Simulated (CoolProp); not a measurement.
Vapour-liquid equilibrium of R152A (1) + R113 (2) at 317.4 K; x and y are mole fractions of (1).

Computed with CoolProp (multi-fluid Helmholtz-energy mixture model, Outcalt 1996 and Marx 1992; pair parameters Bell 2016).

```tsv
x	bubble pressure, mixture model (kPa)	bubble pressure, Raoult's law (kPa)	y, mixture model	y, Raoult's law
0.05	173.0	136.9	0.484	0.371
0.2	383.8	275.9	0.783	0.737
0.35	541.8	414.8	0.859	0.858
0.5	660.7	553.8	0.896	0.918
0.65	760.2	692.7	0.924	0.954
0.8	859.2	831.6	0.951	0.978
0.95	973.4	970.6	0.985	0.995
```

The largest gap from Raoult's law is +39.1 % in bubble pressure, at x = 0.2. No azeotrope shows between x = 0.05 and 0.95.

Pair parameters are fitted to limited data, so mixtures are less certain than the pure fluids.
